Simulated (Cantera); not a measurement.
# B₂O₃ + H₂ + N₂ (boron, boron nitride and boron oxide)

Charge: 1 mol B₂O₃, 48 mol H₂, 76 mol N₂, at 1.33 mbar.

These are equilibrium values from Cantera (NASA tables, ideal gas, pure condensed phases), not measurements of a reactor. Candidate condensed phases: B, BN, B₂O₃, B₃O₃H₃, H₂O; 39 gas species. The numbers say what is thermodynamically allowed, not how fast it happens.

From 1773 K to 2223 K nothing is condensed. The main B-bearing gas is HBO₂ at 1773 K and BO at 2223 K.

| T (K) | x N₂ | x H₂ | x H | x BO | x HBO₂ |
|---|---|---|---|---|---|
| 1773 | 0.606 | 0.375 | 0.00477 | 0.00118 | 0.00504 |
| 1823 | 0.605 | 0.373 | 0.00724 | 0.00169 | 0.00505 |
| 1873 | 0.604 | 0.370 | 0.0107 | 0.00234 | 0.00501 |
| 1923 | 0.602 | 0.366 | 0.0156 | 0.00312 | 0.00491 |
| 1973 | 0.600 | 0.361 | 0.0222 | 0.00403 | 0.00474 |
| 2023 | 0.597 | 0.355 | 0.0310 | 0.00502 | 0.00449 |
| 2073 | 0.593 | 0.347 | 0.0424 | 0.00607 | 0.00417 |
| 2123 | 0.588 | 0.336 | 0.0570 | 0.00713 | 0.00377 |
| 2173 | 0.583 | 0.324 | 0.0752 | 0.00815 | 0.00332 |
| 2223 | 0.575 | 0.308 | 0.0974 | 0.00908 | 0.00284 |
x: gas mole fraction; nothing condenses.
